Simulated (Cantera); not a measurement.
Charge: 1 mol NiS, 37 mol H₂, 66 mol N₂, at 1723 K and 3.30 mbar.

Cantera equilibrium calculation (NASA polynomials, part measured and part estimated; ideal gas, pure solids and liquids). Candidate condensed phases: Ni, NiS, NiS₂, Ni₃S₂, Ni₃S₄, S; 17 gas species. Rates play no part.

Base state: N₂ 0.637, H₂ 0.354, S₂ 0.00315, H 0.00189, H₂S 0.00162, Ni 0.00121, SH 0.00117, S 0.000379 (mole fractions); condensed: Ni(s).

### Question
What changes in the equilibrium state with this change: temperature from 1723 K to 1448.15 K?

### Answer
| species | before | after |
|---|---|---|
| N₂ | 0.637 | 0.639 |
| H₂ | 0.354 | 0.354 |
| H₂S | 0.00162 | 0.00406 |
| H | 0.00189 | 9.57e-5 |
| Ni | 0.00121 | 4.66e-6 |
| NiS | 0.000191 | 3.55e-6 |
| S | 0.000379 | 1.61e-5 |
| SH | 0.00117 | 0.000330 |
| S₂ | 0.00315 | 0.00179 |
| Ni(s), mol | 0.855 | 0.737 |
| Ni₃S₂(l), mol | 0 | 0.0873 |
Metal and sulfide melt together well below either melting point, which pure phases cannot show. Mutual solubility and eutectic melting of coexisting phases are not modelled.

### Question
What changes in the equilibrium state with this change: H₂ from 37 to 640 mol?

### Answer
```json
[
 {"species": "H₂", "before": "0.354", "after": "0.901"},
 {"species": "N₂", "before": "0.637", "after": "0.0932"},
 {"species": "H", "before": "0.00189", "after": "0.00301"},
 {"species": "S₂", "before": "0.00315", "after": "0.000106"},
 {"species": "Ni", "before": "0.00121", "after": "0.00121"},
 {"species": "S", "before": "0.000379", "after": "6.94e-5"},
 {"species": "NiS", "before": "0.000191", "after": "3.50e-5"},
 {"species": "SH", "before": "0.00117", "after": "0.000341"},
 {"species": "Ni(s), mol", "before": "0.855", "after": "0.119"}
]
```

### Question
What changes in the equilibrium state with this change: pressure from 3.30 mbar to 1.00 bar?

### Answer
```
species          before     after
-------------  --------  --------
N₂                0.637     0.641
H₂                0.354     0.354
H₂S             0.00162   0.00543
S₂              0.00315  0.000117
Ni              0.00121   3.99e-6
S              0.000379   4.20e-6
NiS            0.000191   2.12e-6
H               0.00189  0.000108
SH              0.00117  0.000225
Ni(s), mol        0.855     0.411
Ni₃S₂(l), mol         0     0.196
```
Metal and sulfide melt together well below either melting point, which pure phases cannot show. Mutual solubility and eutectic melting of coexisting phases are not modelled.
